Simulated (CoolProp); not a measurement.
Octamethylcyclotetrasiloxane (D4) along the isobar 0.101 MPa: Z from the reference equation and from simpler models built on Tc = 586.5 K, pc = 1.347 MPa, ω = 0.598; each cubic takes its own stable root.

Values from CoolProp's reference Helmholtz-energy equation of state, Thol 2015.

```csv
T (K),phase,reference,Pitzer virial,Peng-Robinson
526.6,gas,0.9591,0.9585,0.9573
536,gas,0.9618,0.9613,0.9599
545.3,gas,0.9643,0.9639,0.9623
554.7,gas,0.9666,0.9663,0.9646
564,gas,0.9687,0.9685,0.9667
573.3,gas,0.9706,0.9705,0.9686
582.7,gas,0.9724,0.9724,0.9705
592,gas,0.9741,0.9741,0.9722
601.3,gas,0.9757,0.9757,0.9738
610.7,gas,0.9771,0.9772,0.9753
620,gas,0.9784,0.9786,0.9767
```
